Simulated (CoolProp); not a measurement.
Values from CoolProp's reference Helmholtz-energy equation of state, Span 2000.

### Question
Give the vapour pressure (kPa), vapour density (kg/m³), liquid cp (kJ/(kg K)) of saturated nitrogen at -171.25, -158.55, -149.05 °C.

### Answer
```json
[
 {"T (°C)": "-171.25", "p (kPa)": "886", "vapour density (kg/m³)": "36.5", "liquid cp (kJ/(kg K))": "2.37"},
 {"T (°C)": "-158.55", "p (kPa)": "1900", "vapour density (kg/m³)": "85.0", "liquid cp (kJ/(kg K))": "3.19"},
 {"T (°C)": "-149.05", "p (kPa)": "3070", "vapour density (kg/m³)": "182", "liquid cp (kJ/(kg K))": "10.1"}
]
```
